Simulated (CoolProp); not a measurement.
Vapour-liquid equilibrium of n-octane (1) + m-xylene (2) at 0.00664 MPa; x and y are mole fractions of (1).

Model: multi-fluid Helmholtz-energy mixture model, Beckmüller 2019 and Zhou 2012; pair parameters Bell 2016, in CoolProp.

Question: Give the bubble temperature and the first vapour's composition at x = 0.5, 0.65, 0.8. Is there an azeotrope?

Answer: x = 0.5: 326.8 K, y = 0.615; x = 0.65: 325.5 K, y = 0.742; x = 0.8: 324.3 K, y = 0.856. No azeotrope shows between x = 0.05 and 0.95.

The pair parameters rest on a limited set of measurements; away from them the model extrapolates.
